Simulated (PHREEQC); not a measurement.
A solution holds 0.0014 mol/kgw NH3, at 25 °C. Closed to the air; pH follows from the charge balance.

Equilibrium calculation in PHREEQC: ion-association model, phreeqc.dat.

```yaml
pH: 10.17
ionic_strength: 0.000151 mol/kgw
total_alkalinity: 1.40 meq/kg
```

```json
[
 {"species": "NH3", "molality": "0.00125", "activity": "0.00125", "log γ": "0.000"},
 {"species": "OH-", "molality": "0.000151", "activity": "0.000149", "log γ": "-0.006"},
 {"species": "NH4+", "molality": "0.000151", "activity": "0.000149", "log γ": "-0.006"}
]
```

Precipitation was switched off in this run.
